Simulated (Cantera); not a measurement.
A perfectly stirred reactor is fed with NH3 : H2 = 1 : 2.2 (molar parts), at 33.0 Torr; it is held at 2348 K, and followed from long to short residence time.

Cantera simulation using the gas-phase N/H chemistry of the illustrative SiF4/NH3 mechanism in the Surface Chemkin manual (1991); the numbers are that mechanism's predictions, not measurements. Walls and surfaces, which speed up NH3 decomposition in real reactors, are not modelled.

### Question
What does this change do: pressure from 33.0 Torr to 100.0 Torr?

### Answer
```csv
quantity,before,after
x(NH3) at τ = 6.10 s,8.34e-5,0.000121
x(H2) at τ = 6.10 s,0.836,0.852
x(N2H4) at τ = 6.10 s,<1e-12,1.06e-12
x(NH2) at τ = 6.10 s,1.50e-5,1.38e-5
x(N2H2) at τ = 6.10 s,2.82e-9,1.85e-9
x(NH3) at τ = 0.160 s,0.0445,0.0123
x(H2) at τ = 0.160 s,0.849,0.867
x(N2H4) at τ = 0.160 s,8.05e-10,4.90e-10
x(NH2) at τ = 0.160 s,0.000656,0.000294
x(N2H2) at τ = 0.160 s,9.31e-7,2.77e-7
```

### Question
What does this change do: NH3 1 to 3.8 parts?

### Answer
```json
[
 {"quantity": "x(NH3) at τ = 6.10 s", "before": "8.34e-5", "after": "0.000126"},
 {"quantity": "x(H2) at τ = 6.10 s", "before": "0.836", "after": "0.770"},
 {"quantity": "x(N2H4) at τ = 6.10 s", "before": "<1e-12", "after": "<1e-12"},
 {"quantity": "x(NH2) at τ = 6.10 s", "before": "1.50e-5", "after": "2.09e-5"},
 {"quantity": "x(N2H2) at τ = 6.10 s", "before": "2.82e-9", "after": "5.48e-9"},
 {"quantity": "x(NH3) at τ = 0.160 s", "before": "0.0445", "after": "0.0784"},
 {"quantity": "x(H2) at τ = 0.160 s", "before": "0.849", "after": "0.749"},
 {"quantity": "x(N2H4) at τ = 0.160 s", "before": "8.05e-10", "after": "1.69e-9"},
 {"quantity": "x(NH2) at τ = 0.160 s", "before": "0.000656", "after": "0.000952"},
 {"quantity": "x(N2H2) at τ = 0.160 s", "before": "9.31e-7", "after": "1.69e-6"}
]
```
